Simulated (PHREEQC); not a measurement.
Dissolve 0.0084 mol/kgw HF, 0.0074 mol/kgw NH4F and 0.001 mol/kgw H2SO4 at 70 °C. Closed to the air; pH follows from the charge balance.

The numbers come from PHREEQC with the ion-association model, phreeqc.dat.

This is a speciation only: nothing precipitates in the calculation.

### Question
Predict the pH, ionic strength, specific conductance.

### Answer
pH 3.29; ionic strength 0.00876 mol/kgw; specific conductance 2440 µS/cm.

### Question
In which forms is F present?

### Answer
HF 60 %, F- 37 %, HF2- 3.1 % of the F.

Species that the database lacks are ignored. Constants without temperature data keep their 25 °C values here.
